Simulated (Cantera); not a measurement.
Charge: 1 mol Si, 1 mol HF, 4.6 mol H2, at 925 °C and 100000 Pa.

Cantera equilibrium calculation (NASA polynomials, part measured and part estimated; ideal gas, pure solids and liquids). Candidate condensed phases: Si; 25 gas species. The tables' values for SiF3, SiF2 are old estimates; treat these amounts as uncertain. Rates play no part.

Base state: H2 0.950, SiF4 0.0384, SiHF3 0.00978, SiH2F2 0.00123, SiF3 0.000638, HF 0.000120, SiH3F 3.91e-5, SiF2 1.17e-5 (mole fractions); condensed: Si(s).

### Question
What changes in the equilibrium state with this change: H2 from 4.6 to 93 mol?

### Answer
```json
[
 {"species": "H2", "before": "0.950", "after": "0.997"},
 {"species": "SiF4", "before": "0.0384", "after": "0.00173"},
 {"species": "SiHF3", "before": "0.00978", "after": "0.000980"},
 {"species": "SiF3", "before": "0.000638", "after": "6.23e-5"},
 {"species": "SiF2", "before": "1.17e-5", "after": "2.48e-6"},
 {"species": "Si(s), mol", "before": "0.733", "after": "0.713"}
]
```
The tables' values for SiF3 are old estimates; treat these amounts as uncertain.
